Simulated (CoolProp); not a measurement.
Vapour-liquid equilibrium of ethylbenzene (1) + p-xylene (2) at 430.3 K; x and y are mole fractions of (1).

Computed with CoolProp (multi-fluid Helmholtz-energy mixture model, Zhou 2012 and Zhou 2012; pair parameters Bell 2016).

```
x      bubble pressure (MPa)  y at the bubble point  dew pressure at overall composition x (MPa)  liquid density (mol/L)
-----  ---------------------  ---------------------  -------------------------------------------  ----------------------
0.05                  0.1641                  0.054                                       0.1641                   6.915
0.125                 0.1650                  0.132                                       0.1649                   6.917
0.2                   0.1659                  0.210                                       0.1658                   6.920
0.275                 0.1667                  0.286                                       0.1666                   6.923
0.35                  0.1674                  0.362                                       0.1673                   6.927
0.425                 0.1681                  0.437                                       0.1680                   6.930
0.5                   0.1687                  0.511                                       0.1686                   6.934
0.575                 0.1693                  0.585                                       0.1692                   6.938
0.65                  0.1698                  0.659                                       0.1698                   6.942
0.725                 0.1704                  0.733                                       0.1703                   6.946
0.8                   0.1709                  0.806                                       0.1709                   6.950
0.875                 0.1715                  0.879                                       0.1715                   6.954
0.95                  0.1720                  0.952                                       0.1720                   6.958
```

No azeotrope shows between x = 0.05 and 0.95.

The pair parameters rest on a limited set of measurements; away from them the model extrapolates.
